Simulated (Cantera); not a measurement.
Pyrogenic steam for wet oxidation

An isothermal, constant-pressure homogeneous reactor starts with H₂ : O₂ : N₂ = 1.3 : 1 : 6.3 (molar parts), equivalence ratio 0.65, at 1325 K and 13300 Pa.

Computed with Cantera and GRI-Mech 3.0 (53 species, 325 reactions). The temperature is held fixed by assumption; the heat of reaction is taken as removed at once.

```
t (s)         x H₂    x O₂     x NO₂       x O     x N₂O    x H₂O₂
--------  --------  ------  --------  --------  --------  --------
1.00e-6      0.151   0.116    <1e-12  2.96e-11    <1e-12    <1e-12
5.09e-6      0.151   0.116    <1e-12  6.11e-10    <1e-12  5.87e-12
2.60e-5      0.151   0.116    <1e-12   1.14e-8    <1e-12  1.48e-10
0.000132     0.151   0.116    <1e-12   9.60e-6  2.03e-12   5.74e-9
0.000674    0.0162  0.0531  1.93e-10    0.0151   1.32e-8   5.75e-7
0.00343    0.00518  0.0455   1.04e-9   0.00304   2.38e-8   6.75e-7
0.0175    0.000226  0.0439   1.39e-8  0.000117   5.73e-8   1.67e-7
0.0891     1.06e-5  0.0440   3.40e-8   5.72e-6   7.39e-8   1.94e-8
0.454      1.23e-6  0.0440   2.40e-8   6.83e-7   6.64e-8   3.07e-9
2.31       3.28e-7  0.0440   2.95e-8   1.82e-7   2.51e-8  9.31e-10
11.8       2.88e-7  0.0440   3.14e-8   1.59e-7   5.18e-9  8.29e-10
60.0       2.88e-7  0.0440   3.14e-8   1.59e-7   5.13e-9  8.29e-10
```
x: mole fraction; the columns are a selection and need not sum to one.

Equilibrium at this temperature and pressure: H₂ 2.89e-7, O₂ 0.0439, NO₂ 3.50e-7, O 1.59e-7, N₂O 5.14e-9, H₂O₂ 8.28e-10 (gas phase only).
